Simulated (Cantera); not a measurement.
# Premixed flame

A freely propagating, adiabatic, planar premixed flame of H₂ : O₂ : N₂ = 1 : 0.333 : 1.4 (molar parts), unburnt at 400 K and 2.90 bar; mixture-averaged transport, grid criteria slope 0.08 and curve 0.16, no radiation.

Computed with Cantera and the H2/O2 subset of GRI-Mech 3.0, which has no nitrogen chemistry. The hydrogen kinetics of GRI-Mech 3.0 are dated; newer H2 mechanisms differ, most at raised pressure. Burning velocities carry a grid error of a few per cent, more on coarse grids.

```
z (mm)   T (K)  u (m/s)   x H₂      x O₂     x H₂O    x H₂O₂     x OH       x O
-------  -----  -------  -----  --------  --------  --------  -------  --------
-0.284     400     4.27  0.366     0.122     <1e-8     <1e-8    <1e-8     <1e-8
-0.189     400     4.27  0.366     0.122     <1e-8     <1e-8    <1e-8     <1e-8
-0.142     400     4.27  0.366     0.122   1.17e-7     <1e-8    <1e-8     <1e-8
-0.0946    401     4.27  0.365     0.122   3.29e-6   3.38e-8    <1e-8   2.28e-8
-0.0473    435     4.58  0.355     0.123  0.000957   1.49e-5  1.88e-5   3.34e-6
-0.0236    725     7.37  0.317     0.117    0.0238  0.000102  0.00105  0.000179
0         1168     11.5  0.246    0.0895    0.0902   2.97e-5  0.00189   0.00173
0.0236    1489     14.5  0.174    0.0459     0.174   4.42e-6  0.00427   0.00382
0.0473    1663     16.1  0.135    0.0183     0.225   2.27e-6  0.00609   0.00365
0.0946    1818     17.5  0.118   0.00403     0.253   1.19e-6  0.00724   0.00247
0.189     1948     18.6  0.121   0.00151     0.261   6.07e-7  0.00693   0.00153
0.378     2056     19.5  0.126  0.000748     0.267   3.10e-7  0.00564  0.000786
0.757     2136     20.2  0.129  0.000318     0.271   1.56e-7  0.00402  0.000336
```
x: mole fraction of selected species; z is measured from the peak of heat release.

| Item | Result |
|---|---|
| laminar burning velocity | 427 cm/s |
| thermal thickness | 0.0946 mm |
| peak x(H₂O₂) | 0.000102 |
| peak x(OH) | 0.00730 |
| peak x(O) | 0.00396 |
| grid points | 111 |
